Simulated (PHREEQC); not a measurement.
Make-up at 58 °C: 0.28 mol KH2PO4 and 0.0048 mol K2HPO4 per kg of water. Closed to the air; pH follows from the charge balance.

All values are PHREEQC results (ion-association model, phreeqc.dat), not measurements.

Precipitation was switched off in this run.

Q: Predict the pH.

A: pH 4.89.

Q: In which forms is P present?

A: H2PO4- 98 %, HPO4-2 1.7 % of the P.

At this temperature some constants are extrapolated from 25 °C, and those without enthalpy data are left unchanged.
